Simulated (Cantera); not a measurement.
Input: 1 mol Cu, 4.7 mol F2, at 0.563 Torr.

These are equilibrium values from Cantera (NASA tables, ideal gas, pure condensed phases), not measurements of a reactor. Candidate condensed phases: Cu, CuF2; 6 gas species. The numbers say what is thermodynamically allowed, not how fast it happens.

x: gas mole fraction; n: condensed amount in mol.

| T (K) | x F | x F2 | x CuF2 | x CuF | n CuF2(s) |
|---|---|---|---|---|---|
| 825 | 0.354 | 0.646 | 2.34e-5 | <1e-12 | 1.000 |
| 900 | 0.677 | 0.322 | 0.000533 | <1e-12 | 0.997 |
| 975 | 0.890 | 0.103 | 0.00733 | 2.93e-11 | 0.950 |
| 1050 | 0.907 | 0.0249 | 0.0677 | 5.15e-9 | 0.476 |
| 1125 | 0.874 | … | 0.120 | … | 0 |
| 1200 | 0.879 | … | 0.119 | … | 0 |
| 1275 | 0.880 | 0.000825 | 0.119 | 8.43e-6 | 0 |
| 1350 | 0.881 | 0.000346 | 0.119 | 4.92e-5 | 0 |
| 1425 | 0.881 | 0.000158 | 0.119 | 0.000239 | 0 |
| 1500 | 0.881 | 7.83e-5 | 0.118 | 0.000983 | 0 |

Some entries are withheld; supply them.


- 1200, x F2: 0.00219
- 1200, x CuF: 1.16e-6
- 1125, x F2: 0.00654
- 1125, x CuF: 1.24e-7
